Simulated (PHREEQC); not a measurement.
# Buffer: speciation

Dissolve 0.0041 mol/kgw NaHCO3, 3.6e-05 mol/kgw Na2CO3 and 0.012 mol/kgw KCl at 20 °C. Closed to the air; pH follows from the charge balance.

Equilibrium calculation in PHREEQC: Pitzer model, pitzer.dat.

This is a speciation only: nothing precipitates in the calculation.

Problem. Predict the pH, osmotic coefficient.

Solution. pH 8.42; osmotic coefficient 0.962.

Problem. In which forms is C present?

Solution. HCO3- 98 %, CO3-2 1.6 %, CO2 0.8 % of the C.
